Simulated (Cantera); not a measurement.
Input: 1 mol SiF₄, 1.3 mol O₂, 4.1 mol N₂O, held at 2123 K and 0.360 bar.

These are equilibrium values from Cantera (NASA tables, ideal gas, pure condensed phases), not measurements of a reactor. Candidate condensed phases: Si, SiO₂, Si₂N₂O, Si₃N₄; 28 gas species. The tables' values for SiF₃ are old estimates; treat these amounts as uncertain. Kinetics and transport are ignored.

Base state: N₂ 0.479, O₂ 0.390, SiF₄ 0.118, NO 0.0112, O 0.00169, F 0.000301, SiF₃ 0.000279, NO₂ 1.31e-5 (mole fractions); condensed: gas only.

### Question
What changes in the equilibrium state with this change: temperature from 2123 K to 1048.15 K?

### Answer
| species | before | after |
|---|---|---|
| N₂ | 0.479 | 0.485 |
| O₂ | 0.390 | 0.396 |
| SiF₄ | 0.118 | 0.118 |
| NO | 0.0112 | 5.59e-5 |
| O | 0.00169 | <1e-9 |
| F | 0.000301 | <1e-9 |

### Question
What changes in the equilibrium state with this change: SiF₄ replaced by SiCl₄?

### Answer
```json
[
 {"species": "N₂", "before": "0.479", "after": "0.400"},
 {"species": "Cl", "before": "0", "after": "0.333"},
 {"species": "O₂", "before": "0.390", "after": "0.226"},
 {"species": "SiF₄", "before": "0.118", "after": "0"},
 {"species": "Cl₂", "before": "0", "after": "0.0302"},
 {"species": "NO", "before": "0.0112", "after": "0.00780"},
 {"species": "ClO", "before": "0", "after": "0.00131"},
 {"species": "F", "before": "0.000301", "after": "0"},
 {"species": "SiO₂(l), mol", "before": "0", "after": "1.000"}
]
```
The tables hold silica as quartz up to 1696 K and as liquid above; real silica turns to tridymite and cristobalite and melts near 1996 K.
